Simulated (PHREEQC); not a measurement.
Solution (20 °C): 130 mmol/kgw Cu(NO3)2, 0.55 mmol/kgw H2SO4 and 9.2 mmol/kgw NaCl. Closed to the air; pH follows from the charge balance.

Computed with PHREEQC (ion-association model, phreeqc.dat).

```
quantity                before     after
--------------------  --------  --------
pH                        3.07      3.08
CuSO4 (mol/kgw)       0.000318  0.000338
SO4-2 (mol/kgw)       0.000224  0.000207
HSO4- (mol/kgw)        5.15e-6   3.39e-6
CuOH+ (mol/kgw)        6.09e-7   1.11e-6
Cu2(OH)2+2 (mol/kgw)   1.52e-7   3.69e-7
```

**Question.** What was changed between the two runs?
A. NaCl left out
B. H2SO4 from 0.00055 to 0.00275 mol/kgw
C. Cu(NO3)2 from 0.13 to 0.026 mol/kgw
D. Cu(NO3)2 from 0.13 to 0.26 mol/kgw
E. diluted 2-fold with water

**Answer.** D, Cu(NO3)2 from 0.13 to 0.26 mol/kgw

This is a speciation only: nothing precipitates in the calculation. The ionic strength passes 0.7 mol/kgw, the rough limit of the ion-association models, in after.
